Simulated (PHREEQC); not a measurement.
Consider water at 44 °C with 9.4 mmol/kgw HCl, 0.0144 mmol/kgw MnSO4 and 0.2 mmol/kgw MgSO4. Closed to the air; pH follows from the charge balance.

Equilibrium calculation in PHREEQC: ion-association model, wateq4f.dat.

This is a speciation only: nothing precipitates in the calculation.

Problem. Predict the pH.

Solution. pH 2.07.

Problem. In which forms is Mg present?

Solution. Mg+2 98 %, MgSO4 1.7 % of the Mg.

Complexes and solids missing from the database can't appear. Constants without temperature data keep their 25 °C values here.
